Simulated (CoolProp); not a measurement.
Properties of carbon monoxide at several states.

Computed with CoolProp (reference Helmholtz-energy equation of state, Lemmon 2006). It is a short technical equation, of lower accuracy than the large ones.

| T (K) | p (MPa) | phase | Joule-Thomson coefficient (K/MPa) | expansivity (1/kK) |
|---|---|---|---|---|
| 414.5 | 0.105 | gas | ___ | 2.415 |
| 272.1 | 0.013 | gas | ___ | 3.677 |
| 277.5 | 0.174 | gas | ___ | 3.627 |
| 492.6 | 0.165 | gas | ___ | 2.032 |

Q: Fill in the missing entries.

A: 
- 414.5, Joule-Thomson coefficient (K/MPa): 1.139
- 272.1, Joule-Thomson coefficient (K/MPa): 3.068
- 277.5, Joule-Thomson coefficient (K/MPa): 2.936
- 492.6, Joule-Thomson coefficient (K/MPa): 0.6006
